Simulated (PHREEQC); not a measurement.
## Reverse-osmosis permeate: an equilibrium model

Model water analysis in mg/kgw, 25 °C, pH 6.51, pe 9.1: Na 7.47; K 0.441; Ca 0.685; Mg 0.31; Cl 3.47; S(6) as SO4 2.67; Alkalinity as HCO3 14.5; B 0.0112; Cu(2) 0.00514; Br 0.265.

Valence states are taken as typed.

The numbers come from PHREEQC with the ion-association model, phreeqc.dat.

ionic strength: 0.000452 mol/kgw
charge-balance error: 0.2 %

```json
[
 {"species": "Na+", "molality": "0.000325", "activity": "0.000317", "log γ": "-0.011"},
 {"species": "HCO3-", "molality": "0.000238", "activity": "0.000232", "log γ": "-0.010"},
 {"species": "CO2", "molality": "0.000161", "activity": "0.000161", "log γ": "0.000"},
 {"species": "Cl-", "molality": "9.79e-5", "activity": "9.55e-5", "log γ": "-0.011"},
 {"species": "SO4-2", "molality": "2.76e-5", "activity": "2.51e-5", "log γ": "-0.042"},
 {"species": "Ca+2", "molality": "1.70e-5", "activity": "1.54e-5", "log γ": "-0.042"},
 {"species": "Mg+2", "molality": "1.26e-5", "activity": "1.15e-5", "log γ": "-0.042"},
 {"species": "K+", "molality": "1.13e-5", "activity": "1.10e-5", "log γ": "-0.011"},
 {"species": "Br-", "molality": "3.32e-6", "activity": "3.24e-6", "log γ": "-0.011"}
]
```

Precipitation was switched off in this run. The database's constant for dissolved Cu(OH)2 is higher than later reviews accept.
